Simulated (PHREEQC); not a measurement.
Make-up at 20 °C: 0.66 mol MgCl2, 3.5 mol KCl and 0.18 mol LiCl per kg of water. Closed to the air; pH follows from the charge balance.

Computed with PHREEQC (Pitzer model, pitzer.dat).

```json
[
 {"quantity": "pH", "before": "5.78", "after": "6.71"},
 {"quantity": "SI of Sylvite (KCl)", "before": "+0.02", "after": "+0.02"}
]
```

**Question.** What was changed between the two runs?
A. 0.62 mol/kgw Na2SO4 added
B. MgCl2 replaced by SrCl2 at the same molality
C. 2.8 mol/kgw HBr added
D. MgCl2 left out

**Answer.** B, MgCl2 replaced by SrCl2 at the same molality

This is a speciation only: nothing precipitates in the calculation.
